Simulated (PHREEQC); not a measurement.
0.018 g of hydrous ferric oxide (600 m²/g; 0.2 weak and 0.005 strong sites per Fe, Dzombak-Morel constants, diffuse double layer) in 1 kg of water with 0.001 mol/kgw of an inert sodium salt and 4.7e-05 mol MgCl2, at 25 °C; the pH is set by adding NaOH or the inert anion's acid. Oxygen is held at 0.21 atm. CO2 from the air is kept out. Nothing may precipitate in this run.

Model: ion-association model, wateq4f.dat, run in PHREEQC.

Predict Mg sorbed (%) at pH = 6, 7, 8, 9.5.


| pH | Mg sorbed (%) |
|---|---|
| 6 | 0.0 |
| 7 | 0.1 |
| 8 | 3.9 |
| 9.5 | 37.0 |

Species that the database lacks are ignored.
